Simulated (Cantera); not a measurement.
# Reactions in the system C-H-O-Ta

Standard-state values (1 bar) from the NASA 1993 polynomials, evaluated with Cantera. Values are per mole of reaction as written; species without (g) are pure solids or liquids, kept so even where they would boil at 1 bar. TaC: taken at fixed stoichiometry.

4 TaO2(g) + 3 C2H2(g) ⇌ 2 CO(g) + 4 TaC + 6 OH(g)

```csv
T (K),ΔH° (kJ),ΔS° (J/K),ΔG° (kJ),log10 K
300,-442.5,-56.1,-425.7,74.11
573,-426.9,-17.9,-416.6,37.98
723,-421.2,-9.1,-414.6,29.96
873,-416.5,-3.2,-413.7,24.76
1023,-412.3,1.3,-413.6,21.12
1173,-408.0,5.3,-414.1,18.44
1323,-403.5,8.9,-415.2,16.39
1473,-398.7,12.3,-416.8,14.78
1623,-393.6,15.6,-418.9,13.48
1773,-388.0,18.8,-421.4,12.42
```
